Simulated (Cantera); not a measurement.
**Catalytic combustion on Pt**

An isothermal plug-flow reactor at 1175 K and 4.80 bar (inlet), inlet velocity 0.34 m/s, active area per volume 4500 1/m; feed 0.485 % CH₄, 10.4 % O₂, 89.1 % N₂.

Detailed kinetics in Cantera: Deutschmann's 1995 Pt surface mechanism with GRI-Mech 3.0 gas chemistry. Catalytic surfaces can have several steady states; this one follows from the mechanism file's or the stated starting coverage. Mass transfer to the wall is taken as infinitely fast.

```
z (m)       x CH₄    x O₂    x H₂O    x CO₂      x CO  θ free Pt   θ O*    θ OH*
-------  --------  ------  -------  -------  --------  ---------  -----  -------
0.00036   0.00204  0.0983  0.00556  0.00276   1.92e-6      0.288  0.710  0.00197
0.0006    0.00113  0.0965  0.00735  0.00365   1.12e-6      0.289  0.709  0.00226
0.001    0.000415  0.0951  0.00876  0.00435   4.97e-7      0.290  0.708  0.00247
0.0017    7.10e-5  0.0943  0.00947  0.00470   1.51e-7      0.290  0.707  0.00257
0.0028    4.39e-6  0.0942  0.00963  0.00479   3.82e-8      0.290  0.707  0.00259
0.0046    4.68e-8  0.0942  0.00966  0.00481   1.20e-8      0.290  0.707  0.00259
0.0077   2.20e-10  0.0941  0.00967  0.00482   7.43e-9      0.290  0.707  0.00260
0.013    5.21e-11  0.0941  0.00968  0.00483   4.44e-9      0.290  0.707  0.00260
0.021    2.02e-11  0.0941  0.00969  0.00484   1.95e-9      0.290  0.707  0.00260
0.036    1.17e-11  0.0941  0.00970  0.00485  4.48e-10      0.290  0.707  0.00260
```
x: gas mole fraction; θ: surface coverage.
